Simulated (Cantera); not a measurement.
What does this Cantera script print?

```python
import numpy as np
import cantera as ct

gas_names = """
    Fe H H2 H2S N NH NH2 NH3 N2 N2H2 N2H4 S SH SN S2 S8
""".split()
cond_names = """
    Fe(a) Fe(c) Fe(d) Fe(L) FeS(a) FeS(b) FeS(c) FeS(L) FeS2(s) S(cr1) S(cr2) S(L)
""".split()


# ... load() reads the species with a 1 bar reference pressure and builds the phases ...
atoms = {
    'FeS': {'Fe': 1, 'S': 1},
    'H2': {'H': 2},
    'N2': {'N': 2},
}
top_T = {'FeS2(s)': 1010}  # K; cautious upper limits of use, not melting points


# ... equilibrate(T, P, feed) seeds the gas with the atoms and calls Mixture.equilibrate('TP', solver="vcs", rtol=1e-11, max_steps=5000) ...
results = []
feed = {'FeS': 1, 'H2': 1700, 'N2': 2.9}  # mol
T = 2000  # K
P = 27  # Pa
mix = equilibrate(T, P, feed)
results.append((T, P, feed, dict(zip(mix.species_names, mix.species_moles))))
x = sorted(zip(gas.X, gas.species_names), reverse=True)
print(f"T = {T:g} K  P = {P:g} Pa  gas = {mix.phase_moles(0):.4g} mol")
print("   x: " + "  ".join(f"{s} {v:.3e}" for v, s in x if v > 0.0001))
print("   condensed (mol): " + ("  ".join(f"{mix.phase(i).name} {mix.phase_moles(i):.4g}"
      for i in range(1, mix.n_phases) if mix.phase_moles(i) > 1e-12) or "none"))
```

Result:

```
T = 2000 K  P = 27 Pa  gas = 1789 mol
   x: H2 9.032e-01  H 9.406e-02  N2 1.621e-03  Fe 5.590e-04  S 3.944e-04  SH 1.384e-04
   condensed (mol): none
```

Equilibrium computed with Cantera from the NASA thermochemical tables; the gas is ideal and each condensed phase is pure.
